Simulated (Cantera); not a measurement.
An isothermal, constant-pressure homogeneous reactor starts with 0.826 % CH₄, 99.2 % N₂, at 1400 K and 0.0620 bar.

Cantera simulation using GRI-Mech 3.0 (53 species, 325 reactions); the numbers are that mechanism's predictions, not measurements. GRI-Mech 3.0 stops at C3 and has no aromatics, soot or wall deposition, so with more carbon than oxygen in the feed, carbon stays in small species such as C2H2 where larger ones or solid carbon would form.

Q: Predict: x(CH₄) at 30.0 s; x(CH₂) at 30.0 s; x(C₂H₄) at 30.0 s; x(HCN) at 30.0 s; x(C₂H₆) at 30.0 s; x(H₂) at 30.0 s.

A: 
```json
{
 "x(CH₄) at 30.0 s": "0.00436 (gas-phase equilibrium 3.88e-6)",
 "x(CH₂) at 30.0 s": "1.18e-9 (gas-phase equilibrium 1.76e-12)",
 "x(C₂H₄) at 30.0 s": "3.00e-5 (gas-phase equilibrium 1.83e-7)",
 "x(HCN) at 30.0 s": "1.36e-8 (gas-phase equilibrium 0.00761)",
 "x(C₂H₆) at 30.0 s": "1.88e-6 (gas-phase equilibrium 2.72e-12)",
 "x(H₂) at 30.0 s": "0.00576 (gas-phase equilibrium 0.0123)"
}
```
